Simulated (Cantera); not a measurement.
Feed: 1 mol MgO, 0.29 mol SO₃, 0.56 mol H₂O, 1.2 mol O₂, at 1548.15 K and 0.220 bar.

These are equilibrium values from Cantera (NASA tables, ideal gas, pure condensed phases), not measurements of a reactor. Candidate condensed phases: H₂O, H₂SO₄, Mg, MgO, Mg(OH)₂, MgS, MgSO₄, S; 26 gas species. The numbers say what is thermodynamically allowed, not how fast it happens.

Base state: O₂ 0.612, H₂O 0.255, SO₂ 0.131, SO₃ 0.00141, OH 0.000358, O 1.28e-5 (mole fractions); condensed: MgO(s).

### Question
What changes in the equilibrium state with this change: temperature from 1548.15 K to 1100 K?

### Answer
| species | before | after |
|---|---|---|
| O₂ | 0.612 | 0.680 |
| H₂O | 0.255 | 0.317 |
| SO₂ | 0.131 | 0.00197 |
| O | 1.28e-5 | 4.39e-9 |
| OH | 0.000358 | 2.37e-6 |
| SO₃ | 0.00141 | 0.000475 |
| MgO(s), mol | 1.00 | 0.714 |
| MgSO₄(s), mol | 0 | 0.286 |
Mutual solubility and eutectic melting of coexisting phases are not modelled.
